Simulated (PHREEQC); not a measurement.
**Buffer (model solution)**

Consider water at 25 °C with 0.225 mol NaHCO3 and 0.00055 mol NaOH per kg of water. Closed to the air; pH follows from the charge balance.

Computed with PHREEQC (ion-association model, phreeqc.dat).

- pH: 7.93
- ionic strength: 0.212 mol/kgw
- activity of water: 0.993
- specific conductance: 15500 µS/cm
- density: 1.011 g/cm³
- total alkalinity: 226 meq/kg

```
species  molality  activity   log γ
-------  --------  --------  ------
Na+         0.210     0.157  -0.128
HCO3-       0.204     0.151  -0.129
NaHCO3     0.0127    0.0134   0.021
CO2       0.00383   0.00402   0.021
NaCO3-    0.00238   0.00177  -0.128
CO3-2     0.00200  0.000607  -0.517
OH-       1.22e-6   8.58e-7  -0.154
(CO2)2    2.82e-7   2.97e-7   0.021
H+        1.47e-8   1.17e-8  -0.099
```

No solid was allowed to form. Species that the database lacks are ignored.
